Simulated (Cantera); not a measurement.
A closed system holds: 1 mol SrCl₂, 4.4 mol O₂, 3.3 mol N₂, held at 1330 Pa.

Method: chemical equilibrium by Gibbs-energy minimisation in Cantera with the NASA 1993 tables (ideal gas, pure condensed phases). Candidate condensed phases: Sr, SrCl₂, SrO; 16 gas species. Mutual solubility and eutectic melting of coexisting phases are not modelled. Condensed phases not in the tables: oxide chlorides, the peroxide. Equilibrium is a limit: real reactors are often held back by kinetics, nucleation or transport.

x: gas mole fraction; n: condensed amount in mol.

| T (K) | x O₂ | x N₂ | x SrCl₂ | x Cl | x O | x NO | n SrCl₂(s) | n SrCl₂(l) | n SrO(s) |
|---|---|---|---|---|---|---|---|---|---|
| 1023 | 0.571 | 0.429 | 3.72e-7 | 2.98e-7 | 2.04e-9 | 4.87e-5 | 1.000 | 0 | 0 |
| 1123 | 0.571 | 0.429 | 1.11e-5 | 3.43e-6 | 2.88e-8 | 0.000127 | 1.000 | 0 | 0 |
| 1223 | 0.571 | 0.428 | 0.000162 | 2.47e-5 | 2.64e-7 | 0.000283 | 0 | 0.999 | 0 |
| 1323 | 0.570 | 0.428 | 0.00148 | 0.000129 | 1.74e-6 | 0.000557 | 0 | 0.988 | ___ |
| 1423 | 0.565 | 0.424 | 0.00959 | 0.000529 | 8.77e-6 | 0.000990 | 0 | 0.923 | ___ |
| 1523 | 0.542 | 0.407 | 0.0474 | 0.00178 | 3.52e-5 | 0.00158 | 0 | 0.609 | ___ |
| 1623 | 0.503 | 0.378 | 0.113 | 0.00392 | 0.000117 | 0.00229 | 0 | 0 | ___ |
| 1723 | 0.502 | 0.377 | 0.112 | 0.00549 | 0.000349 | 0.00338 | 0 | 0 | ___ |
| 1823 | 0.500 | 0.376 | 0.111 | 0.00742 | 0.000924 | 0.00478 | 0 | 0 | ___ |
| 1923 | 0.497 | 0.375 | 0.110 | 0.00975 | 0.00221 | 0.00652 | 0 | 0 | ___ |
| 2023 | 0.493 | 0.373 | 0.108 | 0.0125 | 0.00485 | 0.00859 | 0 | 0 | ___ |
| 2123 | 0.487 | 0.370 | 0.106 | 0.0156 | 0.00985 | 0.0110 | 0 | 0 | ___ |
| 2223 | 0.477 | 0.367 | 0.103 | 0.0191 | 0.0187 | 0.0137 | 0 | 0 | ___ |

What belongs in the gaps?


- 1323, n SrO(s): 0.000506
- 1423, n SrO(s): 0.00209
- 1523, n SrO(s): 0.00728
- 1623, n SrO(s): 0.0172
- 1723, n SrO(s): 0.0240
- 1823, n SrO(s): 0.0324
- 1923, n SrO(s): 0.0425
- 2023, n SrO(s): 0.0541
- 2123, n SrO(s): 0.0666
- 2223, n SrO(s): 0.0779
